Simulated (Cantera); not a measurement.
Input: 1 mol c-C4F8, 0.022 mol F2, equilibrated at 627 °C and 75.0 Torr.

Equilibrium computed with Cantera from the NASA thermochemical tables; the gas is ideal and each condensed phase is pure. Candidate condensed phases: C; 13 gas species. The feed counts by its element totals alone. Gases not in the tables: C2F6 and larger saturated fluorocarbons. The numbers say what is thermodynamically allowed, not how fast it happens.

Question: What is the equilibrium state?

Answer: 
| Quantity | Result |
|---|---|
| x(CF4) | 1.00 |
| n(C(graphite)) | 1.99 mol |
| gas amount | 2.011 mol |
